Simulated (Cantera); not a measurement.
A closed system holds: 1 mol CH₃SiCl₃, 0.015 mol C₂H₂, 870 mol H₂, held at 750 °C and 31.0 mbar.

Method: chemical equilibrium by Gibbs-energy minimisation in Cantera with the NASA 1993 tables (ideal gas, pure condensed phases). Candidate condensed phases: C, C₆H₆, C₇H₈, C₈H₁₈, Si, SiC; 109 gas species. The feed counts by its element totals alone. Equilibrium is a limit: real reactors are often held back by kinetics, nucleation or transport.

Base state: H₂ 0.997, HCl 0.00343, CH₄ 3.63e-5 (mole fractions); condensed: SiC(s).

### Question
What changes in the equilibrium state with this change: C₂H₂ from 0.015 to 0.45 mol?

### Answer
| species | before | after |
|---|---|---|
| H₂ | 0.997 | 0.996 |
| HCl | 0.00343 | 0.00344 |
| CH₄ | 3.63e-5 | 0.00103 |
| SiC(s), mol | 0.998 | 1.000 |
